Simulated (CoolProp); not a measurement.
Nitrogen along the isotherm 88.9 K: Z from the reference equation and from simpler models built on Tc = 126.2 K, pc = 3.396 MPa, ω = 0.037; each cubic takes its own stable root.

Model: reference Helmholtz-energy equation of state, Span 2000, in CoolProp.

```tsv
p (MPa)	phase	reference
0.00537	gas	0.9985
0.00867	gas	0.9976
0.014	gas	0.9962
0.0226	gas	0.9938
0.0366	gas	0.9900
0.0591	gas	0.9837
0.0955	gas	0.9735
0.154	gas	0.9564
0.249	gas	0.9273
0.403	liquid	0.02034
0.65	liquid	0.03276
1.05	liquid	0.05282
1.7	liquid	0.08524
```

Question: How far does each simpler model (van der Waals, Redlich-Kwong, Soave-Redlich-Kwong, Peng-Robinson) lie from the reference over these 13 states: mean and median of the absolute difference, and the worst?

Answer: 
- van der Waals: mean 536.9 %, median 0.7 %, worst +4389.2 % at 88.9 K and 0.403 MPa
- Redlich-Kwong: mean 0.2 %, median 0.1 %, worst +0.5 % at 88.9 K and 0.403 MPa
- Soave-Redlich-Kwong: mean 0.3 %, median 0.1 %, worst +1.0 % at 88.9 K and 0.403 MPa
- Peng-Robinson: mean 3.4 %, median 0.0 %, worst -11.0 % at 88.9 K and 1.7 MPa

At some of these states van der Waals gives the other phase, because its saturation line lies elsewhere.
